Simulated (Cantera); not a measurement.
An isothermal, constant-pressure homogeneous reactor starts with 0.109 % H2, 17.2 % O2, 82.7 % N2, equivalence ratio 0.0032, at 1000 K and 10.00 Torr.

Detailed kinetics in Cantera: GRI-Mech 3.0 (53 species, 325 reactions). Radical loss at walls, strong at low pressure, is not modelled.

x: mole fraction; the columns are a selection and need not sum to one.

```csv
t (s),x H2,x O2,x N2O,x H2O,x OH,x O
0.000100,0.00109,0.172,<1e-12,<1e-12,<1e-12,<1e-12
0.000374,0.00109,0.172,<1e-12,<1e-12,<1e-12,<1e-12
0.00140,0.00109,0.172,<1e-12,<1e-12,1.32e-12,1.42e-12
0.00523,0.00109,0.172,<1e-12,4.13e-12,8.23e-12,1.07e-11
0.0196,0.00109,0.172,<1e-12,1.15e-10,7.61e-11,1.31e-10
0.0731,0.00108,0.172,<1e-12,5.88e-8,2.82e-8,5.22e-8
0.273,1.94e-5,0.171,1.32e-9,0.00101,5.56e-5,0.000586
1.02,1.16e-6,0.172,5.75e-9,0.00107,1.99e-5,0.000202
3.82,?,0.172,?,0.00108,?,?
14.3,1.45e-8,0.172,9.84e-9,0.00108,2.44e-6,3.04e-6
53.5,1.36e-9,0.172,1.02e-8,0.00109,7.97e-7,3.18e-7
200,1.75e-10,0.172,1.03e-8,0.00109,3.00e-7,4.49e-8
```

### Question
What belongs in the gaps?

### Answer

- 3.82, x H2: 1.63e-7
- 3.82, x N2O: 8.69e-9
- 3.82, x OH: 7.67e-6
- 3.82, x O: 3.06e-5
